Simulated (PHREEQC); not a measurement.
Solution (25 °C): 0.0025 mol CdSO4, 0.00016 mol NaCl and 0.0016 mol MnSO4 per kg of water. Closed to the air; pH follows from the charge balance.

Equilibrium calculation in PHREEQC: ion-association model, wateq4f.dat.

```
Item                     Value
--------------  --------------
pH                        6.47
ionic strength  0.0126 mol/kgw
```

| species | molality | activity | log γ |
|---|---|---|---|
| SO4-2 | 0.00310 | 0.00198 | -0.194 |
| Cd+2 | 0.00181 | 0.00114 | -0.198 |
| Mn+2 | 0.00130 | 0.000845 | -0.188 |
| CdSO4 | 0.000653 | 0.000655 | 0.001 |
| MnSO4 | 0.000297 | 0.000298 | 0.001 |
| Na+ | 0.000158 | 0.000141 | -0.049 |
| Cl- | 0.000144 | 0.000128 | -0.051 |

Precipitation was switched off in this run.
